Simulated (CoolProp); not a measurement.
Saturation properties of R11.

Values from CoolProp's reference Helmholtz-energy equation of state, Jacobsen 1992.

| T (K) | p (MPa) | enthalpy of vaporisation (kJ/kg) | liquid conductivity (mW/(m K)) |
|---|---|---|---|
| 334 | 0.3206 | 166.6 | 76.8 |
| 339 | 0.3665 | 164.3 | 75.4 |
| 344 | 0.4171 | ? | 74.1 |
| 349.1 | 0.4741 | ? | ? |
| 354.1 | 0.5353 | ? | 71.3 |
| 359.1 | 0.6023 | ? | 70.0 |
| 364.2 | 0.6768 | 152.0 | 68.6 |
| 369.2 | 0.7563 | 149.3 | 67.3 |
| 374.3 | 0.8444 | 146.4 | 65.9 |
| 379.3 | 0.9378 | 143.5 | 64.6 |
| 384.3 | ? | 140.4 | ? |
| 389.4 | 1.150 | 137.1 | 61.8 |
| 394.4 | ? | 133.8 | 60.5 |
| 399.4 | 1.392 | 130.3 | 59.1 |
| 404.5 | 1.529 | 126.5 | 57.7 |

Q: Complete the blanks.

A: 
- 344, enthalpy of vaporisation (kJ/kg): 162.1
- 349.1, enthalpy of vaporisation (kJ/kg): 159.7
- 349.1, liquid conductivity (mW/(m K)): 72.7
- 354.1, enthalpy of vaporisation (kJ/kg): 157.2
- 359.1, enthalpy of vaporisation (kJ/kg): 154.7
- 384.3, p (MPa): 1.039
- 384.3, liquid conductivity (mW/(m K)): 63.2
- 394.4, p (MPa): 1.266

It boils at 296.9 K under 1 atm.

Thermal conductivity comes from a separate model (McLinden 2000), an estimate that may be off by 10 % or more.
